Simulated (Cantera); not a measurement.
Input: 1 mol CS2, 0.0033 mol SO2, 0.079 mol H2, equilibrated at 20.0 bar.

Cantera equilibrium calculation (NASA polynomials, part measured and part estimated; ideal gas, pure solids and liquids). Candidate condensed phases: C, C6H6, C7H8, C8H18, H2O, H2SO4, S; 123 gas species. Gases not in the tables: S3 to S7. Rates play no part.

Q: What share of the C ends up in condensed phases as a function of T (°C), at 975, 1175, 1375, 1575, 1775, 1975, 2175?

A: 
| T (°C) | C condensed (%) | as |
|---|---|---|
| 975 | 16.7 | C(graphite) |
| 1175 | 18.0 | C(graphite) |
| 1375 | 18.9 | C(graphite) |
| 1575 | 19.5 | C(graphite) |
| 1775 | 19.6 | C(graphite) |
| 1975 | 18.5 | C(graphite) |
| 2175 | 15.2 | C(graphite) |
